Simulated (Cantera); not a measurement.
A perfectly stirred reactor is fed with CO : H₂ : O₂ : N₂ : CO₂ = 1 : 0.18 : 1.18 : 6.25 : 0.19 (molar parts), equivalence ratio 0.50, at 360 Torr; it is adiabatic with a 350 K inlet, and is followed from long to short residence time, starting on the burning branch (τ in s: 0.43, 0.18, 0.076, 0.032, 0.014, 0.0058, 0.0025, 0.001, 0.00044, 0.00019, 7.9e-05).

Computed with Cantera and GRI-Mech 3.0 (53 species, 325 reactions).

One state of this run: T (K) = 1303; x CO = 0.0188; x H₂ = 0.000601; x O₂ = 0.0793; x N₂O = 2.23e-7; x H₂O₂ = 5.43e-7; x H₂O = 0.0200. x: mole fraction; the columns are a selection and need not sum to one.

Question: Which value of τ (s) does it belong to?
A) 0.032
B) 0.18
C) 0.43
D) 0.0058

Answer: D, 0.0058
